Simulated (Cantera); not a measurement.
A closed system holds: 1 mol MgCO3, 0.15 mol H2S, 1.9 mol CO2, equilibrated at 875 °C and 0.280 bar.

Equilibrium computed with Cantera from the NASA thermochemical tables; the gas is ideal and each condensed phase is pure. Candidate condensed phases: C, C6H6, C7H8, C8H18, H2O, H2SO4, Mg, MgCO3, MgO, Mg(OH)2, MgS, MgSO4, S; 130 gas species. Gases not in the tables: S3 to S7. Rates play no part.

### Question
What is the equilibrium state?

### Answer
```json
{
  "x(CO2)": "0.873",
  "x(CO)": "0.0517",
  "x(H2O)": "0.0413",
  "x(S2)": "0.0162",
  "x(SO2)": "0.00699",
  "x(H2S)": "0.00468",
  "x(COS)": "0.00371",
  "x(H2)": "0.00207",
  "x(S2O)": "0.000151",
  "n(MgO(s))": "1.00 mol",
  "gas_amount": "3.123 mol",
  "log10 activity of S(l) (absent)": "-1.88",
  "log10 activity of C(graphite) (absent)": "-4.46",
  "log10 activity of Mg(l) (absent)": "-14.57"
}
```
